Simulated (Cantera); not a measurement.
What does this Cantera script print?

```python
import numpy as np
import cantera as ct

surf = ct.Interface("diamond.yaml", "diamond_100")
gas, bulk = surf.adjacent["gas"], surf.adjacent["diamond"]
k = surf.kinetics_species_index(bulk.species_names[0])
cover = ["c6HH", "c6H*", "c6*H", "c6**", "c6HM", "c6B"]

rows, drift = [], 0.0
print(f"{'T':>10s}{'um/h':>11s}" + "".join(f"{s:>11s}" for s in cover))
for v in [925, 1000, 1075, 1150, 1225, 1300, 1375]:
    T, P, xH, xCH3 = v, 5000, 0.0053, 0.00032
    gas.TPX = T, P, {"H": xH, "CH3": xCH3, "CH4": 0.0027, "H2": 1 - xH - xCH3 - 0.0027}
    surf.TP = bulk.TP = T, P
    surf.coverages = "c6H*:0.1, c6HH:0.9"
    surf.advance_coverages(100.0)
    before = surf.coverages
    surf.advance_coverages(100.0)
    drift = max(drift, np.max(np.abs(surf.coverages - before) / (surf.coverages + 1e-9)))
    rate = surf.net_production_rates[k] * bulk.mean_molecular_weight / bulk.density * 3.6e9
    rows.append([rate, *surf[cover].coverages])
    print(f"{v:10.4g}{rate:11.4e}" + "".join(f"{x:11.3e}" for x in rows[-1][1:]))
```

It prints:

```
         T       um/h       c6HH       c6H*       c6*H       c6**       c6HM        c6B
       925 5.4402e+00  6.318e-01  1.160e-02  2.972e-01  5.076e-03  4.266e-02  1.476e-08
      1000 7.8005e+00  5.729e-01  1.758e-02  3.589e-01  9.150e-03  3.027e-02  2.117e-08
      1075 9.2906e+00  5.179e-01  2.464e-02  4.135e-01  1.498e-02  1.947e-02  2.521e-08
      1150 7.7534e+00  4.692e-01  3.255e-02  4.606e-01  2.268e-02  9.129e-03  2.104e-08
      1225 4.7500e+00  4.248e-01  4.078e-02  4.969e-01  3.197e-02  2.837e-03  1.289e-08
      1300 3.3919e+00  3.849e-01  4.888e-02  5.217e-01  4.231e-02  7.260e-04  9.204e-09
      1375 3.1924e+00  3.511e-01  5.668e-02  5.376e-01  5.324e-02  1.807e-04  8.663e-09
```

Cantera simulation using the Harris–Goodwin 1993 mechanism for the reconstructed diamond (100) surface; the numbers are that mechanism's predictions, not measurements.
